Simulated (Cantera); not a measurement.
## Reactions in the system H-N-Si

Cantera with NASA thermochemical tables; ideal gases at 1 bar, condensed phases pure. Values are per mole of reaction as written; species without (g) are pure solids or liquids, kept so even where they would boil at 1 bar.

4 SiH3(g) + Si3N4 = 4 NH3(g) + 7 Si

```json
[
 {"T (K)": "473", "ΔH° (kJ)": "-272.6", "ΔS° (J/K)": "-65.9", "ΔG° (kJ)": "-241.4", "log10 K": "26.66"},
 {"T (K)": "523", "ΔH° (kJ)": "-271.9", "ΔS° (J/K)": "-64.5", "ΔG° (kJ)": "-238.2", "log10 K": "23.79"},
 {"T (K)": "573", "ΔH° (kJ)": "-271.5", "ΔS° (J/K)": "-63.7", "ΔG° (kJ)": "-235.0", "log10 K": "21.42"},
 {"T (K)": "623", "ΔH° (kJ)": "-271.2", "ΔS° (J/K)": "-63.4", "ΔG° (kJ)": "-231.8", "log10 K": "19.43"},
 {"T (K)": "673", "ΔH° (kJ)": "-271.3", "ΔS° (J/K)": "-63.4", "ΔG° (kJ)": "-228.6", "log10 K": "17.74"},
 {"T (K)": "723", "ΔH° (kJ)": "-271.5", "ΔS° (J/K)": "-63.7", "ΔG° (kJ)": "-225.4", "log10 K": "16.29"}
]
```
